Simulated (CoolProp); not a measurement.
Computed with CoolProp (reference Helmholtz-energy equation of state, Zhou 2011).

Problem. For dimethyl carbonate, give the phase and the cv (kJ/(kg K)), isothermal compressibility (1/MPa), fugacity coefficient at 447.2 K and 0.985 MPa; 569.4 K and 0.985 MPa.

Solution. 
- 447.2 K and 0.985 MPa: liquid; cv 1.60, isothermal compressibility 0.00402, fugacity coefficient 0.747
- 569.4 K and 0.985 MPa: gas; cv 1.73, isothermal compressibility 1.09, fugacity coefficient 0.936
